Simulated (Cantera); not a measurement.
What does this Cantera script print?

```python
import numpy as np
import cantera as ct

gas = ct.Solution("gri30.yaml")
gas.TPX = 1325, 490000, {'CH3OH': 1, 'O2': 1.65, 'N2': 7.25}
reactor = ct.IdealGasConstPressureReactor(gas, energy="on", clone=False)
net = ct.ReactorNet([reactor])
net.rtol, net.atol = 1e-08, 1e-16
show = ['CH3OH', 'O2', 'C2H2', 'CH4', 'HCN', 'NO2']
times = np.geomspace(2e-06, 2, 10)

steps = ct.SolutionArray(gas, extra=["t"])
rows = []
print(f"{'t/s':>10s}{'T/K':>9s}{'P/Pa':>11s}" + "".join(f"{s:>11s}" for s in show))
for t in times:
    while net.time < t:
        t_next = net.step()
        steps.append(gas.state, t=t_next)
    rows.append([np.interp(t, steps.t, y) for y in (steps.T, steps.P, *steps(*show).X.T)])
    print(f"{t:10.3e}{rows[-1][0]:9.1f}{rows[-1][1]:11.4g}" + "".join(f"{x:11.3e}" for x in rows[-1][2:]))
rate = np.gradient(steps.T, steps.t)
print("integrator steps:", len(steps.t))
if steps.T.max() > steps.T[0] + 200:
    print(f"time of steepest temperature rise: {steps.t[rate.argmax()]:.4e} s")
gas.TPX = 1325, 490000, {'CH3OH': 1, 'O2': 1.65, 'N2': 7.25}
gas.equilibrate("HP")
print(f"equilibrium (HP): T = {gas.T:.1f} K  " + "  ".join(f"{s} {gas[s].X[0]:.3e}" for s in show))
```

Output:

```
       t/s      T/K       P/Pa      CH3OH         O2       C2H2        CH4        HCN        NO2
 2.000e-06   1325.0    4.9e+05  1.010e-01  1.667e-01  3.228e-15  4.989e-08  7.417e-18  5.669e-22
 9.283e-06   1325.0    4.9e+05  1.010e-01  1.667e-01  1.519e-14  7.026e-07  3.752e-17  7.952e-20
 4.309e-05   1325.0    4.9e+05  1.010e-01  1.666e-01  7.301e-14  4.854e-06  2.068e-16  1.028e-17
 2.000e-04   1325.8    4.9e+05  1.003e-01  1.663e-01  4.166e-13  1.956e-05  3.084e-15  3.433e-15
 9.283e-04   2656.0    4.9e+05  2.293e-16  2.206e-02  3.943e-19  1.077e-15  2.254e-10  1.289e-06
 4.309e-03   2646.4    4.9e+05  2.425e-16  1.968e-02  4.130e-19  1.175e-15  4.641e-10  4.096e-06
 2.000e-02   2645.6    4.9e+05  2.437e-16  1.949e-02  4.146e-19  1.184e-15  4.836e-10  4.313e-06
 9.283e-02   2645.6    4.9e+05  2.437e-16  1.949e-02  4.146e-19  1.184e-15  4.836e-10  4.313e-06
 4.309e-01   2645.6    4.9e+05  2.437e-16  1.949e-02  4.146e-19  1.184e-15  4.836e-10  4.313e-06
 2.000e+00   2645.6    4.9e+05  2.437e-16  1.949e-02  4.146e-19  1.184e-15  4.836e-10  4.313e-06
integrator steps: 1895
time of steepest temperature rise: 4.2443e-04 s
equilibrium (HP): T = 2645.6 K  CH3OH 2.534e-16  O2 1.949e-02  C2H2 4.520e-19  CH4 1.538e-15  HCN 4.836e-10  NO2 4.313e-06
```

Detailed kinetics in Cantera: GRI-Mech 3.0 (53 species, 325 reactions). GRI-Mech 3.0 was tuned for natural gas; its chemistry of methanol as a main component is partial and can be far from experiment.
